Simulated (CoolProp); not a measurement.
Vapour-liquid equilibrium of fluoroethane (R161) (1) + R1234yf (2) at 21.7 kPa; x and y are mole fractions of (1).

Computed with CoolProp (multi-fluid Helmholtz-energy mixture model, Wu 2012 and Lemmon 2022; pair parameters Bell 2016).

Q: Give the bubble temperature and the first vapour's composition at x = 0.25, 0.55, 0.75. Is there an azeotrope?

A: x = 0.25: -62.3 °C, y = 0.359; x = 0.55: -64.5 °C, y = 0.650; x = 0.75: -65.5 °C, y = 0.805. No azeotrope shows between x = 0.05 and 0.95.

Pair parameters are fitted to limited data, so mixtures are less certain than the pure fluids.
